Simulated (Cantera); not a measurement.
Input: 1 mol CH3Cl, 0.38 mol F2, held at 0.00133 bar.

Cantera equilibrium calculation (NASA polynomials, part measured and part estimated; ideal gas, pure solids and liquids). Candidate condensed phases: C, C6H6, C7H8, C8H18; 118 gas species. Rates play no part. All values below are at 3023 K.

Base state: H 0.503, Cl 0.215, HF 0.130, C3 0.0554, F 0.0360, C 0.0269, H2 0.0117, C2 0.00991 (mole fractions); condensed: gas only.

Problem. What changes in the equilibrium state with this change: F2 from 0.38 to 0.028 mol?

Solution. 
```csv
species,before,after
H,0.503,0.636
Cl,0.215,0.223
C3,0.0554,0.0586
HF,0.130,0.0105
F,0.0360,0.00230
H2,0.0117,0.0188
C2,0.00991,0.0103
C,0.0269,0.0275
CF,0.00249,0.000162
C2H2 (acetylene),0.000254,0.000422
C2H,0.00193,0.00254
HCl,0.00737,0.00968
```
The tables' values for CCl are old estimates; treat these amounts as uncertain.
